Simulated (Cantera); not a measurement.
Predominance diagram of Ca at 1102 °C against the partial pressures of O₂ and Cl₂ (log10, bar). Source: NASA polynomial tables (part measured, part estimated), evaluated in Cantera. Candidates: Ca(l), CaCl₂(l), CaO(s). Only these pure phases compete in this equilibrium. Not in the tables: oxide halides.

### Question
Which phase is stable at these pairs, and which metal-bearing vapour leads over it? (0, -13.5); (-23, -6.8); (-8, -11.2); (-20, -13.5); (-11, -13.5); (-12, -9); (-1, -15.8)

### Answer
```
log p(O₂)  log p(Cl₂)     phase  chief vapour  log p (bar)
---------  ----------  --------  ------------  -----------
0               -13.5    CaO(s)         CaCl₂        -13.1
-23              -6.8  CaCl₂(l)         CaCl₂         -3.6
-8              -11.2    CaO(s)         CaCl₂         -6.8
-20             -13.5  CaCl₂(l)         CaCl₂         -3.6
-11             -13.5    CaO(s)         CaCl₂         -7.6
-12                -9  CaCl₂(l)         CaCl₂         -3.6
-1              -15.8    CaO(s)         CaCl₂        -14.9
```
